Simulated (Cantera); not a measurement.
Source: NASA polynomial tables (part measured, part estimated), evaluated in Cantera. Values are per mole of reaction as written; species without (g) are pure solids or liquids, kept so even where they would boil at 1 bar.

Between 373 and 973 K, where is each reaction favourable under standard conditions?
- SiC₂(g) + 3 Si(g) = 2 Si₂C(g)
- SiC₂(g) = Si + 2 C
- Si₂C(g) = C + 2 Si(g)


- SiC₂(g) + 3 Si(g) = 2 Si₂C(g): ΔG° is -798 kJ at 373 K and -639 kJ at 973 K; it stays negative (K > 1). ΔH° is -899 kJ and ΔS° -267 J/K at 973 K.
- SiC₂(g) = Si + 2 C: ΔG° is -538 kJ at 373 K and -414 kJ at 973 K; it stays negative (K > 1). ΔH° is -612 kJ and ΔS° -204 J/K at 973 K.
- Si₂C(g) = C + 2 Si(g): ΔG° is 327 kJ at 373 K and 266 kJ at 973 K; it stays positive (K < 1). ΔH° is 368 kJ and ΔS° 105 J/K at 973 K.
